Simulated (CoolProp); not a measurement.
Saturation properties of hydrogen chloride (Tc = 324.7 K, pc = 8.314 MPa, ω = 0.130).

Computed with CoolProp (reference Helmholtz-energy equation of state, Thol 2018).

| T (K) | p (MPa) | liquid cp (kJ/(kg K)) | vapour Z |
|---|---|---|---|
| 251.8 | 1.418 | 1.835 | 0.8303 |
| 254.7 | 1.548 | 1.854 | 0.8203 |
| 257.5 | 1.681 | 1.874 | 0.8101 |
| 260.4 | 1.828 | 1.898 | 0.7993 |
| 263.2 | 1.979 | 1.922 | 0.7884 |
| 266.1 | 2.144 | 1.950 | 0.7766 |
| 269 | 2.320 | 1.981 | 0.7644 |
| 271.8 | 2.499 | 2.015 | 0.7522 |
| 274.7 | 2.696 | 2.054 | 0.7390 |
| 277.5 | 2.896 | 2.096 | 0.7258 |
| 280.4 | 3.115 | 2.145 | 0.7116 |
| 283.2 | 3.338 | 2.200 | 0.6972 |
| 286.1 | 3.581 | 2.265 | 0.6817 |
| 288.9 | 3.828 | 2.337 | 0.6660 |
| 291.8 | 4.097 | 2.426 | 0.6490 |

It boils at 188.2 K under 1 atm.
